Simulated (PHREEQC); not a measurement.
A column of 0.2 m (30 cells, dispersivity 0.007 m, 720 s a shift, diffusion coefficient 3e-10 m²/s) holds 0.0096 eq of the database's cation exchanger X per kg of pore water, first in equilibrium with 0.0014 mol CdCl2, 0.014 mol LiCl and 1e-05 mol HCl per kg of water. It is flushed with 0.0029 mol NaCl, 0.0039 mol BaCl2 and 1e-05 mol HCl per kg of water, at 15 °C. Values are for the last cell. The system is closed to CO2. Precipitation was switched off in this run.

All values are PHREEQC results (ion-association model, phreeqc.dat), not measurements.

Predict Ba in solution (mol/kgw), Li in solution (mol/kgw) at pore volumes = 1.083, 1.883, 2.817, 4.017.


```tsv
pore volumes	Ba in solution (mol/kgw)	Li in solution (mol/kgw)
1.083	8.35e-9	0.00684
1.883	0.000705	0.000174
2.817	0.00364	6.49e-7
4.017	0.00390	3.06e-10
```
